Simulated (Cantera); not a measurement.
A perfectly stirred reactor is fed with CH4 : C2H6 : O2 : N2 = 1 : 0.055 : 1.69 : 6.34 (molar parts), equivalence ratio 1.3, at 300 Torr; it is adiabatic with a 323 K inlet, and is followed from long to short residence time, starting on the burning branch (τ in s: 0.4, 0.15, 0.057, 0.021, 0.0081, 0.0031, 0.0012, 0.00043, 0.00016, 6.2e-05).

Computed with Cantera and GRI-Mech 3.0 (53 species, 325 reactions).

Problem. Predict: blow-out, bracketed by the residence times tried; x(CH4) at τ = 0.400 s; x(C2H6) at τ = 0.400 s; x(O2) at τ = 0.400 s; x(OH) at τ = 0.400 s; x(N2O) at τ = 0.400 s; x(CH4) at τ = 3.10 ms; x(C2H6) at τ = 3.10 ms; x(O2) at τ = 3.10 ms; x(OH) at τ = 3.10 ms; x(N2O) at τ = 3.10 ms.

Solution. 
```json
{
  "blow_out_bracketed_by_the_residence_times_tried": "burning at 0.430 ms, out at 0.160 ms",
  "x(CH4) at τ = 0.400 s": "1.02e-5",
  "x(C2H6) at τ = 0.400 s": "2.76e-8",
  "x(O2) at τ = 0.400 s": "0.000107",
  "x(OH) at τ = 0.400 s": "0.00106",
  "x(N2O) at τ = 0.400 s": "6.71e-9",
  "x(CH4) at τ = 3.10 ms": "0.000156",
  "x(C2H6) at τ = 3.10 ms": "1.69e-6",
  "x(O2) at τ = 3.10 ms": "0.00213",
  "x(OH) at τ = 3.10 ms": "0.00349",
  "x(N2O) at τ = 3.10 ms": "2.46e-8"
}
```
